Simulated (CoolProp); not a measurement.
Computed with CoolProp (reference Helmholtz-energy equation of state, Leachman 2009).

Question: For normal hydrogen, give the phase and the density (kg/m³), conductivity (mW/(m K)) at -250.85 °C and 13 bar; -250.85 °C and 72.9 bar.

Answer: 
- -250.85 °C and 13 bar: liquid; density 70.2, conductivity 106
- -250.85 °C and 72.9 bar: liquid; density 76.4, conductivity 116

Thermal conductivity comes from a separate model (Assael 2011).
